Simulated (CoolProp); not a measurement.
Saturation properties of R245ca (Tc = 447.6 K, pc = 3.941 MPa, ω = 0.355).

The numbers come from the reference Helmholtz-energy equation of state, Zhou 2016 in CoolProp.

```json
[
 {"T (K)": "254.5", "p (MPa)": "0.01281", "liquid density (kg/m³)": "1492", "vapour density (kg/m³)": "0.8182", "liquid cp (kJ/(kg K))": "1.329", "surface tension (mN/m)": "22.0"},
 {"T (K)": "267.6", "p (MPa)": "0.02595", "liquid density (kg/m³)": "1462", "vapour density (kg/m³)": "1.586", "liquid cp (kJ/(kg K))": "1.340", "surface tension (mN/m)": "20.3"},
 {"T (K)": "280.6", "p (MPa)": "0.04825", "liquid density (kg/m³)": "1430", "vapour density (kg/m³)": "2.836", "liquid cp (kJ/(kg K))": "1.355", "surface tension (mN/m)": "18.6"},
 {"T (K)": "293.7", "p (MPa)": "0.08417", "liquid density (kg/m³)": "1398", "vapour density (kg/m³)": "4.782", "liquid cp (kJ/(kg K))": "1.373", "surface tension (mN/m)": "16.9"},
 {"T (K)": "306.7", "p (MPa)": "0.1381", "liquid density (kg/m³)": "1366", "vapour density (kg/m³)": "7.628", "liquid cp (kJ/(kg K))": "1.393", "surface tension (mN/m)": "15.2"},
 {"T (K)": "319.7", "p (MPa)": "0.2158", "liquid density (kg/m³)": "1332", "vapour density (kg/m³)": "11.66", "liquid cp (kJ/(kg K))": "1.416", "surface tension (mN/m)": "13.5"},
 {"T (K)": "332.8", "p (MPa)": "0.3247", "liquid density (kg/m³)": "1296", "vapour density (kg/m³)": "17.27", "liquid cp (kJ/(kg K))": "1.442", "surface tension (mN/m)": "11.8"},
 {"T (K)": "345.8", "p (MPa)": "0.4699", "liquid density (kg/m³)": "1258", "vapour density (kg/m³)": "24.77", "liquid cp (kJ/(kg K))": "1.472", "surface tension (mN/m)": "10.2"},
 {"T (K)": "358.9", "p (MPa)": "0.6613", "liquid density (kg/m³)": "1218", "vapour density (kg/m³)": "34.82", "liquid cp (kJ/(kg K))": "1.508", "surface tension (mN/m)": "8.59"},
 {"T (K)": "371.9", "p (MPa)": "0.9043", "liquid density (kg/m³)": "1176", "vapour density (kg/m³)": "47.99", "liquid cp (kJ/(kg K))": "1.552", "surface tension (mN/m)": "7.04"},
 {"T (K)": "385", "p (MPa)": "1.212", "liquid density (kg/m³)": "1128", "vapour density (kg/m³)": "65.53", "liquid cp (kJ/(kg K))": "1.609", "surface tension (mN/m)": "5.54"},
 {"T (K)": "398", "p (MPa)": "1.588", "liquid density (kg/m³)": "1076", "vapour density (kg/m³)": "88.81", "liquid cp (kJ/(kg K))": "1.689", "surface tension (mN/m)": "4.13"},
 {"T (K)": "411", "p (MPa)": "2.049", "liquid density (kg/m³)": "1015", "vapour density (kg/m³)": "120.9", "liquid cp (kJ/(kg K))": "1.818", "surface tension (mN/m)": "2.80"},
 {"T (K)": "424.1", "p (MPa)": "2.611", "liquid density (kg/m³)": "937.1", "vapour density (kg/m³)": "168.7", "liquid cp (kJ/(kg K))": "2.083", "surface tension (mN/m)": "1.59"}
]
```

It boils at 298.4 K under 1 atm.

Surface tension comes from a separate correlation (Mulero 2012).
